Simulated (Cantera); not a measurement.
An adiabatic, constant-volume homogeneous reactor starts with 24.5 % CO, 2.94 % H2, 7.24 % O2, 54.2 % N2, 11.0 % CO2, at 1373 K and 500000 Pa.

Computed with Cantera and GRI-Mech 3.0 (53 species, 325 reactions). The hydrogen kinetics of GRI-Mech 3.0 are dated; newer H2 mechanisms differ, most at raised pressure.

x: mole fraction; the columns are a selection and need not sum to one.

| t (s) | T (K) | P (bar) | x CO | x H2 | x O2 | x H2O | x NO | x H2O2 |
|---|---|---|---|---|---|---|---|---|
| 4.00e-6 | 1373 | 5.00 | 0.245 | 0.0294 | 0.0724 | 1.54e-6 | <1e-12 | (withheld) |
| 1.16e-5 | 1387 | 5.05 | 0.244 | 0.0271 | 0.0704 | 0.00161 | 5.13e-9 | (withheld) |
| 3.35e-5 | 2262 | 7.82 | 0.166 | 0.00322 | 0.0138 | 0.0233 | 7.11e-5 | (withheld) |
| 9.70e-5 | 2512 | 8.54 | 0.146 | 0.00266 | 0.00365 | 0.0269 | 0.000201 | (withheld) |
| 0.000281 | 2570 | 8.70 | 0.141 | 0.00255 | 0.00114 | 0.0280 | 0.000345 | (withheld) |
| 0.000812 | 2572 | 8.71 | 0.140 | 0.00255 | 0.000974 | 0.0281 | 0.000579 | 2.11e-8 |
| 0.00235 | 2568 | 8.70 | 0.141 | 0.00257 | 0.000935 | 0.0281 | 0.00103 | 2.06e-8 |
| 0.00681 | 2565 | 8.69 | 0.141 | 0.00258 | 0.000905 | 0.0281 | 0.00141 | 2.01e-8 |
| 0.0197 | 2565 | 8.69 | 0.141 | 0.00258 | 0.000902 | 0.0281 | 0.00145 | 2.01e-8 |
| 0.0570 | 2565 | 8.69 | 0.141 | 0.00258 | 0.000902 | 0.0281 | 0.00145 | 2.01e-8 |
| 0.165 | 2565 | 8.69 | 0.141 | 0.00258 | 0.000902 | 0.0281 | 0.00145 | 2.01e-8 |
| 0.478 | 2565 | 8.69 | 0.141 | 0.00258 | 0.000902 | 0.0281 | 0.00145 | 2.01e-8 |
| 1.38 | 2565 | 8.69 | 0.141 | 0.00258 | 0.000902 | 0.0281 | 0.00145 | 2.01e-8 |
| 4.00 | 2565 | 8.69 | 0.141 | 0.00258 | 0.000902 | 0.0281 | 0.00145 | 2.01e-8 |

Q: Fill in the missing entries.

A: 
- 4.00e-6, x H2O2: 1.95e-9
- 1.16e-5, x H2O2: 2.96e-6
- 3.35e-5, x H2O2: 1.92e-7
- 9.70e-5, x H2O2: 5.54e-8
- 0.000281, x H2O2: 2.37e-8
